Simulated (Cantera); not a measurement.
A Cantera script and its output.

```python
import numpy as np
import cantera as ct

gas = ct.Solution("h2o2.yaml")
gas.TPX = 950, 2100, {'H2': 0.018, 'O2': 1, 'N2': 0.25}
reactor = ct.IdealGasConstPressureReactor(gas, energy="off", clone=False)
net = ct.ReactorNet([reactor])
net.rtol, net.atol = 1e-08, 1e-18
show = ['H2', 'O2', 'H2O2', 'HO2', 'H']
times = np.geomspace(2e-06, 200, 9)

steps = ct.SolutionArray(gas, extra=["t"])
rows = []
print(f"{'t/s':>10s}{'T/K':>9s}{'P/Pa':>11s}" + "".join(f"{s:>11s}" for s in show))
for t in times:
    while net.time < t:
        t_next = net.step()
        steps.append(gas.state, t=t_next)
    rows.append([np.interp(t, steps.t, y) for y in (steps.T, steps.P, *steps(*show).X.T)])
    print(f"{t:10.3e}{rows[-1][0]:9.1f}{rows[-1][1]:11.4g}" + "".join(f"{x:11.3e}" for x in rows[-1][2:]))
rate = np.gradient(steps.T, steps.t)
print("integrator steps:", len(steps.t))
if steps.T.max() > steps.T[0] + 200:
    print(f"time of steepest temperature rise: {steps.t[rate.argmax()]:.4e} s")
gas.TPX = 950, 2100, {'H2': 0.018, 'O2': 1, 'N2': 0.25}
gas.equilibrate("TP")
print(f"equilibrium (TP): T = {gas.T:.1f} K  " + "  ".join(f"{s} {gas[s].X[0]:.3e}" for s in show))
```

Output:

```
       t/s      T/K       P/Pa         H2         O2       H2O2        HO2          H
 2.000e-06    950.0       2100  1.420e-02  7.886e-01  1.055e-20  8.105e-14  8.042e-14
 2.000e-05    950.0       2100  1.420e-02  7.886e-01  9.812e-19  8.122e-13  7.577e-13
 2.000e-04    950.0       2100  1.420e-02  7.886e-01  9.895e-17  8.248e-12  5.176e-12
 2.000e-03    950.0       2100  1.420e-02  7.886e-01  1.099e-14  1.003e-10  1.250e-10
 2.000e-02    950.0       2100  1.090e-03  7.829e-01  1.730e-07  6.863e-06  1.383e-03
 2.000e-01    950.0       2100  3.868e-06  7.870e-01  2.770e-08  6.983e-07  1.798e-06
 2.000e+00    950.0       2100  4.434e-08  7.871e-01  5.898e-09  3.391e-08  3.982e-09
 2.000e+01    950.0       2100  8.555e-10  7.871e-01  5.948e-10  1.762e-09  3.357e-11
 2.000e+02    950.0       2100  5.326e-11  7.871e-01  5.865e-11  1.673e-10  6.817e-13
integrator steps: 1709
equilibrium (TP): T = 950.0 K  H2 2.039e-12  O2 7.871e-01  H2O2 2.640e-12  HO2 1.556e-10  H 5.519e-15
```

Computed with Cantera and the H2/O2 subset of GRI-Mech 3.0, which has no nitrogen chemistry. Radical loss at walls, strong at low pressure, is not modelled.
